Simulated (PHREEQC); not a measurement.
1 kg of water holding 0.019 mol/kgw KCl, 0.076 mol/kgw MgCl2, 0.021 mol/kgw SrCl2, 0.45 mol/kgw NaCl and 0.033 mol/kgw CaCl2 is evaporated at 25 °C; the solids stay in contact with the brine. The system is closed to CO2. The run lets Bischofite, Brucite, Carnallite, Halite, Portlandite, Sylvite, MgCl2_4H2O precipitate or redissolve, and no other solid.

All values are PHREEQC results (Pitzer model, pitzer.dat), not measurements.

```tsv
water left (kg)	ionic strength	water activity	Halite (mol)	Carnallite (mol)
1	0.859	0.978	0	0
0.8219	1.05	0.973	0	0
0.5552	1.55	0.960	0	0
0.4563	1.88	0.950	0	0
0.375	2.29	0.938	0	0
0.3082	2.79	0.922	0	0
0.2082	4.13	0.876	0	0
0.1711	5.02	0.841	0	0
0.1407	6.11	0.797	0	0
0.1156	7.43	0.739	0	0
0.07809	8.43	0.711	0.201	0
0.06418	9.02	0.696	0.280	0
0.05275	9.79	0.673	0.342	0
0.04335	10.9	0.638	0.388	0
0.0293	14.3	0.503	0.437	0
0.02266	16.0	0.433	0.445	0.0131
```

Halite from water left = 0.09502 kg; Sylvite from water left = 0.0293 kg, last present at water left = 0.0293 kg; Carnallite from water left = 0.02266 kg.

Complexes and solids missing from the database can't appear.
